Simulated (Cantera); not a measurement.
A closed system holds: 1 mol Pb, 0.2 mol O₂, 1.4 mol H₂, equilibrated at 925 K and 71.3 Torr.

Equilibrium computed with Cantera from the NASA thermochemical tables; the gas is ideal and each condensed phase is pure. Candidate condensed phases: H₂O, Pb, PbO, PbO₂, Pb₃O₄; 12 gas species. Kinetics and transport are ignored.

Base state: H₂ 0.714, H₂O 0.286, Pb 2.81e-5 (mole fractions); condensed: Pb(l).

Q: What changes in the equilibrium state with this change: O₂ from 0.2 to 0.07 mol?

A: 
```csv
species,before,after
H₂,0.714,0.900
H₂O,0.286,0.1000
Pb,2.81e-5,2.81e-5
"Pb(l), mol",1.000,1.000
```

Q: What changes in the equilibrium state with this change: O₂ from 0.2 to 0.019 mol?

A: 
```json
[
 {"species": "H₂", "before": "0.714", "after": "0.973"},
 {"species": "H₂O", "before": "0.286", "after": "0.0271"},
 {"species": "Pb", "before": "2.81e-5", "after": "2.81e-5"},
 {"species": "Pb(l), mol", "before": "1.000", "after": "1.000"}
]
```
